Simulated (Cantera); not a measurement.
Input: 1 mol B2H6, 0.3 mol H2O, 2.6 mol H2, 0.98 mol O2, at 1925 K.

Equilibrium computed with Cantera from the NASA thermochemical tables; the gas is ideal and each condensed phase is pure. Candidate condensed phases: B, B2O3, B3O3H3, H2O; 23 gas species. The feed counts by its element totals alone. Mutual solubility and eutectic melting of coexisting phases are not modelled. The tables' values for BH2 are old estimates; treat these amounts as uncertain. Gases not in the tables: B2H6 and higher boranes. Kinetics and transport are ignored.

x: gas mole fraction; n: condensed amount in mol.

```json
[
 {"P (Pa)": "10", "x H2": "0.696", "x HBO": "0.0620", "x BO": "0.111", "x H": "0.0798", "x B2O2": "0.0169", "x B2O3": "0.0220", "x HBO2": "0.0114", "n B(s)": "0", "n B2O3(l)": "0"},
 {"P (Pa)": "63", "x H2": "0.749", "x HBO": "?", "x BO": "?", "x H": "?", "x B2O2": "?", "x B2O3": "0.0256", "x HBO2": "0.00989", "n B(s)": "0", "n B2O3(l)": "0"},
 {"P (Pa)": "400", "x H2": "0.773", "x HBO": "0.105", "x BO": "0.0281", "x H": "0.0133", "x B2O2": "0.0435", "x B2O3": "0.0274", "x HBO2": "0.00926", "n B(s)": "0", "n B2O3(l)": "0"},
 {"P (Pa)": "2500", "x H2": "0.784", "x HBO": "0.112", "x BO": "?", "x H": "?", "x B2O2": "0.0490", "x B2O3": "0.0281", "x HBO2": "0.00902", "n B(s)": "0", "n B2O3(l)": "0"},
 {"P (Pa)": "16000", "x H2": "0.789", "x HBO": "0.115", "x BO": "0.00483", "x H": "0.00212", "x B2O2": "0.0514", "x B2O3": "0.0284", "x HBO2": "0.00895", "n B(s)": "0", "n B2O3(l)": "0"},
 {"P (Pa)": "100000", "x H2": "0.811", "x HBO": "0.112", "x BO": "0.00185", "x H": "0.000861", "x B2O2": "0.0470", "x B2O3": "0.0173", "x HBO2": "0.00577", "n B(s)": "0.00977", "n B2O3(l)": "0.115"}
]
```

Question: Some entries are withheld; supply them.

Answer: 
- 63, x HBO: 0.0890
- 63, x BO: 0.0612
- 63, x H: 0.0330
- 63, x B2O2: 0.0324
- 2500, x BO: 0.0119
- 2500, x H: 0.00535
